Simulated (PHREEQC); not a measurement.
NaOH is added in steps, without added water, to 1 kg of water holding 0.031 mol/kgw HF, 0.0023 mol/kgw NH4F and 0.00024 mol/kgw HCl, at 20 °C. O2 is buffered at 0.21 atm. CO2 from the air is kept out. The run lets Halite precipitate or redissolve, and no other solid.

Base run: PHREEQC, ion-association model, phreeqc.dat. Each further column changes one thing. The table gives HF2- (mol/kgw).

```json
[
 {"NaOH added (mol)": "0", "base": "0.000548", "metal-ligand complexes left out": "0.000548", "Davies equation for every ion": "0.000549", "Debye-Hückel limiting law": "0.000551", "all activity coefficients set to 1": "0.000523"},
 {"NaOH added (mol)": "0.003375", "base": "0.000678", "metal-ligand complexes left out": "0.000679", "Davies equation for every ion": "0.000680", "Debye-Hückel limiting law": "0.000682", "all activity coefficients set to 1": "0.000659"},
 {"NaOH added (mol)": "0.00675", "base": "0.000795", "metal-ligand complexes left out": "0.000797", "Davies equation for every ion": "0.000797", "Debye-Hückel limiting law": "0.000797", "all activity coefficients set to 1": "0.000783"},
 {"NaOH added (mol)": "0.01125", "base": "0.000892", "metal-ligand complexes left out": "0.000896", "Davies equation for every ion": "0.000895", "Debye-Hückel limiting law": "0.000893", "all activity coefficients set to 1": "0.000888"},
 {"NaOH added (mol)": "0.01463", "base": "0.000903", "metal-ligand complexes left out": "0.000909", "Davies equation for every ion": "0.000906", "Debye-Hückel limiting law": "0.000903", "all activity coefficients set to 1": "0.000903"},
 {"NaOH added (mol)": "0.018", "base": "0.000853", "metal-ligand complexes left out": "0.000859", "Davies equation for every ion": "0.000856", "Debye-Hückel limiting law": "0.000852", "all activity coefficients set to 1": "0.000854"},
 {"NaOH added (mol)": "0.02138", "base": "0.000736", "metal-ligand complexes left out": "0.000742", "Davies equation for every ion": "0.000740", "Debye-Hückel limiting law": "0.000735", "all activity coefficients set to 1": "0.000738"},
 {"NaOH added (mol)": "0.02475", "base": "0.000551", "metal-ligand complexes left out": "0.000557", "Davies equation for every ion": "0.000554", "Debye-Hückel limiting law": "0.000550", "all activity coefficients set to 1": "0.000553"},
 {"NaOH added (mol)": "0.02925", "base": "0.000197", "metal-ligand complexes left out": "0.000199", "Davies equation for every ion": "0.000198", "Debye-Hückel limiting law": "0.000196", "all activity coefficients set to 1": "0.000197"},
 {"NaOH added (mol)": "0.03263", "base": "1.05e-9", "metal-ligand complexes left out": "1.07e-9", "Davies equation for every ion": "1.06e-9", "Debye-Hückel limiting law": "1.02e-9", "all activity coefficients set to 1": "1.23e-9"},
 {"NaOH added (mol)": "0.036", "base": "1.48e-11", "metal-ligand complexes left out": "1.53e-11", "Davies equation for every ion": "1.50e-11", "Debye-Hückel limiting law": "1.50e-11", "all activity coefficients set to 1": "1.48e-11"}
]
```
